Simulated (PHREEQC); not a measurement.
Dissolve 0.1 mol/kgw H2SO4, 0.00015 mol/kgw FeSO4 and 0.12 mol/kgw MnSO4 at 25 °C. Closed to the air; pH follows from the charge balance.

Model: ion-association model, phreeqc.dat, run in PHREEQC.

This is a speciation only: nothing precipitates in the calculation.

### Question
Order these S species by the share of S that they hold, largest first: HSO4-, SO4-2, MnSO4.

### Answer
HSO4- (53 %), SO4-2 (26 %), MnSO4 (21 %)

The pH is 1.19 and the ionic strength 0.366 mol/kgw.
